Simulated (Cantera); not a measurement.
A Cantera script and what it prints.

```python
import numpy as np
import cantera as ct

gas_names = """
    S2 PbS CS2
""".split()
cond_names = """
    Ca(a) Ca(b) Ca(L) CaS(s) Pb(cr) Pb(L) Ni(cr) Ni(L) NiS(b) NiS(a) NiS(L) C(gr) NiS2(s) NiS2(L) Na(cr)
    Na(L) Na2S(1) Na2S(2) Na2S(L)
""".split()


# ... load() reads the species with a 1 bar reference pressure and builds the phases ...
species = {s.name: s for s in load("nasa_gas.yaml", gas_names) + load("nasa_condensed.yaml", cond_names)}
# Each term lists the table entries of one substance; the one whose range holds T is used.
reactions = {
    '2 Ca + S2(g) = 2 CaS':
        [(-2, ['Ca(a)', 'Ca(b)', 'Ca(L)']), (-1, ['S2']), (2, ['CaS(s)'])],
    '2 Pb + S2(g) = 2 PbS(g)':
        [(-2, ['Pb(cr)', 'Pb(L)']), (-1, ['S2']), (2, ['PbS'])],
    '2 Ni + S2(g) = 2 NiS':
        [(-2, ['Ni(cr)', 'Ni(L)']), (-1, ['S2']), (2, ['NiS(b)', 'NiS(a)', 'NiS(L)'])],
    'C + S2(g) = CS2(g)':
        [(-1, ['C(gr)']), (-1, ['S2']), (1, ['CS2'])],
    'Ni + S2(g) = NiS2':
        [(-1, ['Ni(cr)', 'Ni(L)']), (-1, ['S2']), (1, ['NiS2(s)', 'NiS2(L)'])],
    '4 Na + S2(g) = 2 Na2S':
        [(-4, ['Na(cr)', 'Na(L)']), (-1, ['S2']), (2, ['Na2S(1)', 'Na2S(2)', 'Na2S(L)'])],
}


def pick(names, T):
    return next(species[n] for n in names if species[n].thermo.min_temp <= T <= species[n].thermo.max_temp)


results = []
for label, terms in reactions.items():
    print(label)
    print("     T/K   dH/kJ  dS/(J/K)   dG/kJ   log10 K")
    for T in [448, 548, 648, 748, 848, 948, 1048, 1148, 1248, 1348]:
        used = [(nu, pick(names, T)) for nu, names in terms]
        dH = sum(nu * s.thermo.h(T) for nu, s in used) / 1e6
        dS = sum(nu * s.thermo.s(T) for nu, s in used) / 1e3
        dG = dH - T * dS / 1e3
        logK = -dG * 1e6 / (ct.gas_constant * T * np.log(10))
        results.append((label, T, dH, dS, dG, logK, [s.name for _, s in used]))
        print(f"{T:8g} {dH:8.1f} {dS:8.1f} {dG:8.1f} {logK:8.2f}")
```

It prints:

```
2 Ca + S2(g) = 2 CaS
     T/K   dH/kJ  dS/(J/K)   dG/kJ   log10 K
     448  -1073.3   -195.9   -985.5   114.90
     548  -1072.4   -194.2   -966.0    92.08
     648  -1071.8   -193.1   -946.6    76.31
     748  -1073.1   -194.9   -927.3    64.75
     848  -1072.2   -193.8   -907.9    55.92
     948  -1071.3   -192.8   -888.5    48.96
    1048  -1070.7   -192.2   -869.3    43.33
    1148  -1087.8   -207.5   -849.6    38.65
    1248  -1088.2   -207.9   -828.8    34.69
    1348  -1088.5   -208.1   -808.0    31.31
2 Pb + S2(g) = 2 PbS(g)
     T/K   dH/kJ  dS/(J/K)   dG/kJ   log10 K
     448    132.7    138.1     70.8    -8.26
     548    130.7    134.2     57.2    -5.45
     648    118.9    114.5     44.7    -3.61
     748    116.7    111.3     33.4    -2.34
     848    114.5    108.5     22.5    -1.38
     948    112.3    106.1     11.7    -0.65
    1048    110.2    104.0      1.2    -0.06
    1148    108.2    102.1     -9.1     0.41
    1248    106.1    100.4    -19.2     0.80
    1348    104.1     98.9    -29.2     1.13
2 Ni + S2(g) = 2 NiS
     T/K   dH/kJ  dS/(J/K)   dG/kJ   log10 K
     448   -302.7   -178.2   -222.9    25.99
     548   -301.7   -176.2   -205.2    19.56
     648   -301.4   -175.6   -187.6    15.12
     748   -287.5   -154.4   -172.0    12.01
     848   -285.8   -152.3   -156.7     9.65
     948   -283.8   -150.0   -141.5     7.80
    1048   -281.3   -147.5   -126.7     6.31
    1148   -278.4   -144.9   -112.0     5.10
    1248   -275.2   -142.2    -97.7     4.09
    1348   -210.3    -90.4    -88.4     3.43
C + S2(g) = CS2(g)
     T/K   dH/kJ  dS/(J/K)   dG/kJ   log10 K
     448    -10.8      5.6    -13.4     1.56
     548    -10.6      6.2    -14.0     1.33
     648    -10.3      6.6    -14.6     1.18
     748    -10.2      6.8    -15.3     1.07
     848    -10.1      7.0    -16.0     0.98
     948    -10.0      7.1    -16.7     0.92
    1048     -9.9      7.1    -17.4     0.87
    1148     -9.9      7.1    -18.1     0.82
    1248     -9.9      7.1    -18.8     0.79
    1348    -10.0      7.0    -19.5     0.76
Ni + S2(g) = NiS2
     T/K   dH/kJ  dS/(J/K)   dG/kJ   log10 K
     448   -258.2   -181.9   -176.7    20.60
     548   -257.3   -180.0   -158.6    15.12
     648   -256.7   -179.1   -140.7    11.34
     748   -255.6   -177.5   -122.8     8.58
     848   -254.2   -175.7   -105.2     6.48
     948   -252.7   -174.1    -87.7     4.83
    1048   -251.1   -172.5    -70.4     3.51
    1148   -249.5   -171.0    -53.2     2.42
    1248   -247.7   -169.5    -36.2     1.51
    1348   -180.0   -116.6    -22.8     0.88
4 Na + S2(g) = 2 Na2S
     T/K   dH/kJ  dS/(J/K)   dG/kJ   log10 K
     448   -869.2   -264.0   -750.9    87.55
     548   -867.8   -261.2   -724.7    69.07
     648   -865.9   -258.0   -698.7    56.32
     748   -863.5   -254.6   -673.1    47.00
     848   -860.8   -251.1   -647.8    39.90
     948   -857.7   -247.7   -622.8    34.32
    1048   -854.3   -244.3   -598.2    29.82
    1148   -847.4   -238.1   -574.1    26.12
    1248   -831.1   -224.6   -550.9    23.06
    1348   -811.1   -209.1   -529.2    20.51
```

Standard-state values (1 bar) from the NASA 1993 polynomials, evaluated with Cantera. Condensed species are held in their standard states even where they would react or evaporate.
